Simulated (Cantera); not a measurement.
What does this Cantera script print?

```python
import numpy as np
import cantera as ct

gas_names = [...]  # 116 gases of nasa_gas.yaml made of C, H, Mg, O
cond_names = """
    C(gr) C6H6(L) C7H8(L) C8H18(L),n-octa H2O(s) H2O(L) Mg(cr) Mg(L) MgCO3(s) MgO(s) MgO(L) MgO2H2(s)
""".split()


# ... load() reads the species with a 1 bar reference pressure and builds the phases ...
atoms = {
    'MgCO3': {'Mg': 1, 'C': 1, 'O': 3},
    'H2': {'H': 2},
    'H2O': {'H': 2, 'O': 1},
}
top_T = {'C(gr)': 4500}  # K; cautious upper limits of use, not melting points


# ... equilibrate(T, P, feed) seeds the gas with the atoms and calls Mixture.equilibrate('TP', solver="vcs", rtol=1e-11, max_steps=5000) ...
results = []
feed = {'MgCO3': 1, 'H2': 0.81, 'H2O': 0.018}  # mol
P = 55000  # Pa
for T in [1373, 1448, 1523, 1598, 1673, 1748, 1823, 1898, 1973, 2048, 2123, 2198]:
    mix = equilibrate(T, P, feed)
    results.append((T, P, feed, dict(zip(mix.species_names, mix.species_moles))))

top = {s: max(r[3][s] / sum(r[3][g] for g in gas_names) for r in results) for s in gas_names}
cols = sorted((s for s in top if top[s] > 0.001), key=lambda s: -top[s])[:6]
seen = [c for c in cond_names if any(r[3].get(c, 0) > 1e-12 for r in results)]
print("log10 of partial pressures in bar; condensed amounts in mol")
print(f"{'T/K':>10s}" + "".join(f"{s[:9]:>10s}" for s in cols + seen))
for T, P, feed, n in results:
    ng = sum(n[g] for g in gas_names)
    print(f"{T:10.4g}" + "".join(f"{np.log10(max(n[s] / ng * P / 1e5, 1e-99)):10.3f}" for s in cols)
          + "".join(f"{n.get(c, 0):10.4g}" for c in seen))
```

Output:

```
log10 of partial pressures in bar; condensed amounts in mol
       T/K       H2O        CO       CO2        H2         H        OH    MgO(s)
      1373    -0.789    -0.803    -0.843    -1.063    -6.009    -7.483         1
      1448    -0.777    -0.791    -0.857    -1.086    -5.579    -6.893         1
      1523    -0.767    -0.781    -0.869    -1.108    -5.190    -6.360         1
      1598    -0.758    -0.772    -0.880    -1.127    -4.837    -5.878         1
      1673    -0.751    -0.764    -0.890    -1.145    -4.516    -5.440         1
      1748    -0.745    -0.758    -0.899    -1.161    -4.222    -5.039         1
      1823    -0.739    -0.752    -0.907    -1.176    -3.951    -4.672         1
      1898    -0.734    -0.747    -0.914    -1.190    -3.702    -4.333         1
      1973    -0.730    -0.743    -0.921    -1.203    -3.472    -4.021         1
      2048    -0.727    -0.739    -0.927    -1.215    -3.258    -3.732    0.9999
      2123    -0.724    -0.736    -0.933    -1.227    -3.059    -3.463    0.9998
      2198    -0.722    -0.733    -0.938    -1.238    -2.873    -3.213    0.9996
```

Method: chemical equilibrium by Gibbs-energy minimisation in Cantera with the NASA 1993 tables (ideal gas, pure condensed phases).
